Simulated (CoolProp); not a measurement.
Properties of methane along the isotherm -122.85 °C (Tc = -82.6 °C, pc = 4.599 MPa, ω = 0.011).

Computed with CoolProp (reference Helmholtz-energy equation of state, Setzmann 1991).

```csv
p (MPa),phase,cp (kJ/(kg K)),Joule-Thomson coefficient (K/MPa)
0.0727,gas,2.106,15.58
0.129,gas,2.130,15.70
0.23,gas,2.178,15.91
0.409,gas,2.275,16.25
0.727,gas,2.507,16.91
1.29,liquid,4.039,-0.07743
2.3,liquid,3.971,-0.1076
4.09,liquid,3.870,-0.1530
7.27,liquid,3.736,-0.2155
12.9,liquid,3.577,-0.2920
23,liquid,3.410,-0.3750
```
